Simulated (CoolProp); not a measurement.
Vapour-liquid equilibrium of benzene (1) + o-xylene (2) at 42.55 °C; x and y are mole fractions of (1).

Values from CoolProp's multi-fluid Helmholtz-energy mixture model, Thol 2012 and Zhou 2012; pair parameters Bell 2016.

```json
[
 {"x": "0.05", "bubble pressure (bar)": "0.03351", "y at the bubble point": "0.334", "dew pressure at overall composition x (bar)": "0.02461", "liquid density (mol/L)": "8.223"},
 {"x": "0.125", "bubble pressure (bar)": "0.05210", "y at the bubble point": "0.609", "dew pressure at overall composition x (bar)": "0.02646", "liquid density (mol/L)": "8.395"},
 {"x": "0.2", "bubble pressure (bar)": "0.07382", "y at the bubble point": "0.752", "dew pressure at overall composition x (bar)": "0.02861", "liquid density (mol/L)": "8.572"},
 {"x": "0.275", "bubble pressure (bar)": "0.09713", "y at the bubble point": "0.831", "dew pressure at overall composition x (bar)": "0.03115", "liquid density (mol/L)": "8.753"},
 {"x": "0.35", "bubble pressure (bar)": "0.1206", "y at the bubble point": "0.880", "dew pressure at overall composition x (bar)": "0.03421", "liquid density (mol/L)": "8.940"},
 {"x": "0.425", "bubble pressure (bar)": "0.1429", "y at the bubble point": "0.910", "dew pressure at overall composition x (bar)": "0.03795", "liquid density (mol/L)": "9.134"},
 {"x": "0.5", "bubble pressure (bar)": "0.1636", "y at the bubble point": "0.931", "dew pressure at overall composition x (bar)": "0.04263", "liquid density (mol/L)": "9.335"},
 {"x": "0.575", "bubble pressure (bar)": "0.1822", "y at the bubble point": "0.947", "dew pressure at overall composition x (bar)": "0.04869", "liquid density (mol/L)": "9.544"},
 {"x": "0.65", "bubble pressure (bar)": "0.1990", "y at the bubble point": "0.958", "dew pressure at overall composition x (bar)": "0.05684", "liquid density (mol/L)": "9.762"},
 {"x": "0.725", "bubble pressure (bar)": "0.2144", "y at the bubble point": "0.968", "dew pressure at overall composition x (bar)": "0.06844", "liquid density (mol/L)": "9.990"},
 {"x": "0.8", "bubble pressure (bar)": "0.2290", "y at the bubble point": "0.976", "dew pressure at overall composition x (bar)": "0.08634", "liquid density (mol/L)": "10.23"},
 {"x": "0.875", "bubble pressure (bar)": "0.2437", "y at the bubble point": "0.984", "dew pressure at overall composition x (bar)": "0.1179", "liquid density (mol/L)": "10.48"},
 {"x": "0.95", "bubble pressure (bar)": "0.2592", "y at the bubble point": "0.993", "dew pressure at overall composition x (bar)": "0.1870", "liquid density (mol/L)": "10.75"}
]
```

No azeotrope shows between x = 0.05 and 0.95.

Pair parameters are fitted to limited data, so mixtures are less certain than the pure fluids. The gap from Raoult's law changes sign with composition, which may be real or a fault of the pair parameters; it wasn't checked against measurements.
